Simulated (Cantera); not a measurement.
Input: 1 mol Ca(OH)2, 0.051 mol H2, 0.24 mol H2O, held at 598 K and 0.100 bar.

Method: chemical equilibrium by Gibbs-energy minimisation in Cantera with the NASA 1993 tables (ideal gas, pure condensed phases). Candidate condensed phases: Ca, CaO, Ca(OH)2, H2O; 14 gas species. The numbers say what is thermodynamically allowed, not how fast it happens.

Base state: H2O 0.825, H2 0.175 (mole fractions); condensed: Ca(OH)2(s).

Task: What changes in the equilibrium state with this change: pressure from 0.100 bar to 1.00 mbar?

Result: 
| species | before | after |
|---|---|---|
| H2O | 0.825 | 0.960 |
| H2 | 0.175 | 0.0395 |
| Ca(OH)2(s), mol | 1.00 | 0 |
| CaO(s), mol | 0 | 1.00 |
